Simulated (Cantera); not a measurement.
## Stirred combustor or abatement burner

A perfectly stirred reactor is fed with CH₄ : CO : O₂ : N₂ = 1 : 0.21 : 1.91 : 7.2 (molar parts), equivalence ratio 1.1, at 0.987 atm; it is adiabatic with a 775 K inlet, and is followed from long to short residence time, starting on the burning branch (τ in s: 0.058, 0.029, 0.014, 0.0071, 0.0035, 0.0018, 0.00087, 0.00043, 0.00022, 0.00011, 5.3e-05, 2.6e-05, 1.3e-05).

Cantera simulation using GRI-Mech 3.0 (53 species, 325 reactions); the numbers are that mechanism's predictions, not measurements.

```json
[
 {"τ (s)": "0.058", "T (K)": "2456", "x CH₄": "2.33e-6", "x CO": "0.0377", "x O₂": "0.00462", "x NO₂": "2.97e-7", "x H₂": "0.0138", "x CH₃": "1.73e-6", "x OH": "0.00673"},
 {"τ (s)": "0.029", "T (K)": "2449", "x CH₄": "4.36e-6", "x CO": "0.0381", "x O₂": "0.00506", "x NO₂": "2.56e-7", "x H₂": "0.0140", "x CH₃": "3.21e-6", "x OH": "0.00703"},
 {"τ (s)": "0.014", "T (K)": "2434", "x CH₄": "8.12e-6", "x CO": "0.0389", "x O₂": "0.00582", "x NO₂": "2.04e-7", "x H₂": "0.0145", "x CH₃": "5.85e-6", "x OH": "0.00752"},
 {"τ (s)": "0.0071", "T (K)": "2412", "x CH₄": "1.40e-5", "x CO": "0.0402", "x O₂": "0.00688", "x NO₂": "1.52e-7", "x H₂": "0.0152", "x CH₃": "9.79e-6", "x OH": "0.00818"},
 {"τ (s)": "0.0035", "T (K)": "2378", "x CH₄": "2.41e-5", "x CO": "0.0420", "x O₂": "0.00838", "x NO₂": "1.03e-7", "x H₂": "0.0162", "x CH₃": "1.61e-5", "x OH": "0.00902"},
 {"τ (s)": "0.0018", "T (K)": "2336", "x CH₄": "3.99e-5", "x CO": "0.0440", "x O₂": "0.0101", "x NO₂": "6.63e-8", "x H₂": "0.0175", "x CH₃": "2.52e-5", "x OH": "0.00988"},
 {"τ (s)": "0.00087", "T (K)": "2282", "x CH₄": "7.03e-5", "x CO": "0.0465", "x O₂": "0.0124", "x NO₂": "3.94e-8", "x H₂": "0.0191", "x CH₃": "4.14e-5", "x OH": "0.0107"},
 {"τ (s)": "0.00043", "T (K)": "2224", "x CH₄": "0.000126", "x CO": "0.0490", "x O₂": "0.0147", "x NO₂": "2.39e-8", "x H₂": "0.0207", "x CH₃": "6.88e-5", "x OH": "0.0113"},
 {"τ (s)": "0.00022", "T (K)": "2168", "x CH₄": "0.000230", "x CO": "0.0517", "x O₂": "0.0173", "x NO₂": "1.54e-8", "x H₂": "0.0221", "x CH₃": "0.000116", "x OH": "0.0115"},
 {"τ (s)": "0.00011", "T (K)": "2110", "x CH₄": "0.000459", "x CO": "0.0553", "x O₂": "0.0207", "x NO₂": "1.03e-8", "x H₂": "0.0232", "x CH₃": "0.000214", "x OH": "0.0112"},
 {"τ (s)": "5.3e-5", "T (K)": "2044", "x CH₄": "0.00108", "x CO": "0.0617", "x O₂": "0.0267", "x NO₂": "6.92e-9", "x H₂": "0.0243", "x CH₃": "0.000461", "x OH": "0.00997"},
 {"τ (s)": "2.6e-5", "T (K)": "775", "x CH₄": "0.0969", "x CO": "0.0203", "x O₂": "0.185", "x NO₂": "<1e-12", "x H₂": "<1e-12", "x CH₃": "<1e-12", "x OH": "<1e-12"},
 {"τ (s)": "1.3e-5", "T (K)": "775", "x CH₄": "0.0969", "x CO": "0.0203", "x O₂": "0.185", "x NO₂": "<1e-12", "x H₂": "<1e-12", "x CH₃": "<1e-12", "x OH": "<1e-12"}
]
```
x: mole fraction; the columns are a selection and need not sum to one.
